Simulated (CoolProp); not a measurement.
Values from CoolProp's reference Helmholtz-energy equation of state, Akasaka 2019.

Task: For R1234ze(Z), give the phase and the cv (kJ/(kg K)) at 166.85 °C and 0.167 bar; 166.85 °C and 0.317 bar; 166.85 °C and 0.602 bar.

Result: 
- 166.85 °C and 0.167 bar: gas; cv 0.994
- 166.85 °C and 0.317 bar: gas; cv 0.994
- 166.85 °C and 0.602 bar: gas; cv 0.995
